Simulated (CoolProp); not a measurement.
Vapour-liquid equilibrium of R22 (1) + R123 (2) at 243.7 K; x and y are mole fractions of (1).

Computed with CoolProp (multi-fluid Helmholtz-energy mixture model, Kamei 1995 and Younglove 1994; pair parameters Bell 2016).

| x | bubble pressure (kPa) | y at the bubble point | dew pressure at overall composition x (kPa) | liquid density (mol/L) |
|---|---|---|---|---|
| 0.05 | 14.59 | 0.543 | 7.327 | 10.63 |
| 0.15 | 30.93 | 0.806 | 8.150 | 11.05 |
| 0.25 | 48.03 | 0.889 | 9.180 | 11.49 |
| 0.35 | 65.16 | 0.928 | 10.51 | 11.95 |
| 0.45 | 81.88 | 0.951 | 12.28 | 12.45 |
| 0.55 | 97.97 | 0.966 | 14.79 | 12.98 |
| 0.65 | 113.5 | 0.976 | 18.57 | 13.55 |
| 0.75 | 128.6 | 0.984 | 24.96 | 14.16 |
| 0.85 | 143.8 | 0.991 | 38.13 | 14.82 |
| 0.95 | 159.5 | 0.997 | 80.91 | 15.53 |

No azeotrope shows between x = 0.05 and 0.95.

The pair parameters rest on a limited set of measurements; away from them the model extrapolates. The gap from Raoult's law changes sign with composition, which may be real or a fault of the pair parameters; it wasn't checked against measurements.
